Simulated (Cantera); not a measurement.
## Ignition delay

Mixture: 7.71 % C3H8, 19.3 % O2, 72.9 % N2, equivalence ratio 2.0, at 500000 Pa, adiabatic and at constant pressure. Ignition delay is the time to a rise of 400 K.

Detailed kinetics in Cantera: GRI-Mech 3.0 (53 species, 325 reactions). GRI-Mech 3.0 was tuned for natural gas; its chemistry of propane as a main component is partial and can be far from experiment.

```csv
T0 (K),delay (ms)
1000,157
1075,34.5
1150,7.55
1225,1.75
1300,0.465
1375,0.147
1450,0.0557
1525,0.0250
1600,0.0130
```

The apparent activation energy between 1450 and 1600 K is 190 kJ/mol.
